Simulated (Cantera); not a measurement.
Ignition delay

Mixture: 12.8 % H₂, 15.6 % O₂, 58.8 % N₂, 12.8 % H₂O, equivalence ratio 0.41, at 3.60 bar, adiabatic and at constant pressure. Ignition delay is the time to a rise of 400 K.

Detailed kinetics in Cantera: the H2/O2 subset of GRI-Mech 3.0, which has no nitrogen chemistry. The hydrogen kinetics of GRI-Mech 3.0 are dated; newer H2 mechanisms differ, most at raised pressure. Where the delays flatten at high temperature, the 400 K rule measures the pace of heat release, not the induction time.

| T0 (K) | delay (ms) |
|---|---|
| 1250 | 0.0299 |
| 1325 | 0.0138 |
| 1400 | 0.00900 |
| 1475 | 0.00677 |
| 1550 | 0.00556 |
| 1625 | 0.00489 |
| 1700 | 0.00453 |
| 1775 | 0.00438 |
| 1850 | 0.00438 |
